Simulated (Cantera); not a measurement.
Input: 1 mol Ta₂O₅, 2 mol CO, 11 mol H₂, equilibrated at 2598 K and 1330 Pa.

Method: chemical equilibrium by Gibbs-energy minimisation in Cantera with the NASA 1993 tables (ideal gas, pure condensed phases). Candidate condensed phases: C, C₆H₆, C₇H₈, C₈H₁₈, H₂O, Ta, TaC, Ta₂O₅; 113 gas species. The numbers say what is thermodynamically allowed, not how fast it happens.

Base state: H₂ 0.547, H 0.244, CO 0.126, TaO₂ 0.0512, H₂O 0.0255, TaO 0.00279, OH 0.00262, CO₂ 0.000905 (mole fractions); condensed: Ta₂O₅(l).

What changes in the equilibrium state with this change: H₂ from 11 to 0.35 mol?


| species | before | after |
|---|---|---|
| CO | 0.126 | 0.766 |
| H | 0.244 | 0.0938 |
| H₂ | 0.547 | 0.0810 |
| CO₂ | 0.000905 | 0.0102 |
| H₂O | 0.0255 | 0.00697 |
| TaO₂ | 0.0512 | 0.0377 |
| O₂ | 1.44e-5 | 4.90e-5 |
| TaO | 0.00279 | 0.00111 |
| Ta₂O₅(l), mol | 0.573 | 0.950 |
